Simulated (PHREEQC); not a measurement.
**Leach liquor: speciation**

Make-up at 91 °C: 0.0018 mol H2SO4, 0.0029 mol CuSO4 and 0.0018 mol MgSO4 per kg of water. Closed to the air; pH follows from the charge balance.

Computed with PHREEQC (ion-association model, phreeqc.dat).

No solid was allowed to form.

Problem. Estimate the pH, ionic strength, specific conductance.

Solution. pH 2.80; ionic strength 0.0142 mol/kgw; specific conductance 3840 µS/cm.

Problem. In which forms is S present?

Solution. SO4-2 47 %, HSO4- 28 %, MgSO4 14 %, CuSO4 11 % of the S.

Away from 25 °C the constants follow the database's enthalpies or fits; those with neither stay at their 25 °C values.
